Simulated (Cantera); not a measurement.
Premixed flame

A freely propagating, adiabatic, planar premixed flame of 9.38 % CH4, 3.00 % CO, 18.4 % O2, 69.2 % N2, equivalence ratio 1.1, unburnt at 675 K and 1.70 bar; multicomponent transport, grid criteria slope 0.08 and curve 0.16, no radiation.

Detailed kinetics in Cantera: GRI-Mech 3.0 (53 species, 325 reactions). Burning velocities carry a grid error of a few per cent, more on coarse grids.

| z (mm) | T (K) | u (m/s) | x CH4 | x CO | x O2 | x HO2 | x OH | x H2O |
|---|---|---|---|---|---|---|---|---|
| -0.585 | 675 | 1.56 | 0.0937 | 0.0300 | 0.184 | 9.20e-8 | <1e-8 | 2.44e-5 |
| -0.390 | 676 | 1.56 | 0.0935 | 0.0300 | 0.183 | 1.43e-6 | <1e-8 | 0.000271 |
| -0.293 | 683 | 1.58 | 0.0928 | 0.0300 | 0.182 | 8.92e-6 | 2.59e-8 | 0.00132 |
| -0.195 | 728 | 1.70 | 0.0896 | 0.0307 | 0.178 | 5.46e-5 | 1.01e-6 | 0.00705 |
| -0.0975 | 1066 | 2.52 | 0.0674 | 0.0404 | 0.151 | 0.000157 | 4.73e-5 | 0.0431 |
| -0.0488 | 1465 | 3.50 | 0.0384 | 0.0561 | 0.112 | 0.000203 | 0.000412 | 0.0845 |
| 0 | 1861 | 4.49 | 0.00982 | 0.0732 | 0.0630 | 0.000119 | 0.00263 | 0.127 |
| 0.0488 | 2041 | 4.92 | 0.000828 | 0.0725 | 0.0326 | 2.20e-5 | 0.00712 | 0.148 |
| 0.0975 | 2093 | 5.02 | 3.46e-5 | 0.0627 | 0.0212 | 8.55e-6 | 0.00966 | 0.152 |
| 0.195 | 2147 | 5.12 | 5.93e-8 | 0.0518 | 0.0152 | 5.84e-6 | 0.0105 | 0.153 |
| 0.390 | 2214 | 5.25 | <1e-8 | 0.0463 | 0.0122 | 4.28e-6 | 0.0101 | 0.155 |
| 0.780 | 2289 | 5.40 | <1e-8 | 0.0433 | 0.00958 | 2.94e-6 | 0.00907 | 0.160 |
| 1.56 | 2359 | 5.54 | <1e-8 | 0.0402 | 0.00692 | 1.93e-6 | 0.00767 | 0.165 |
x: mole fraction of selected species; z is measured from the peak of heat release.

laminar burning velocity: 156 cm/s
thermal thickness: 0.195 mm
peak x(HO2): 0.000204
peak x(OH): 0.0105
grid points: 146
